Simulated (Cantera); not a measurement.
A freely propagating, adiabatic, planar premixed flame of 29.4 % H2, 14.8 % O2, 55.8 % N2, unburnt at 375 K and 500000 Pa; multicomponent transport, grid criteria slope 0.08 and curve 0.16, no radiation.

Model: the H2/O2 subset of GRI-Mech 3.0, which has no nitrogen chemistry, integrated in Cantera. The hydrogen kinetics of GRI-Mech 3.0 are dated; newer H2 mechanisms differ, most at raised pressure. Burning velocities carry a grid error of a few per cent, more on coarse grids.

### Question
Predict: laminar burning velocity; thermal thickness; peak x(H); peak x(H2O2); peak x(OH); peak x(O).

### Answer
* **laminar burning velocity**: 275 cm/s
* **thermal thickness**: 0.0509 mm
* **peak x(H)**: 0.0219
* **peak x(H2O2)**: 0.000156
* **peak x(OH)**: 0.0146
* **peak x(O)**: 0.00632
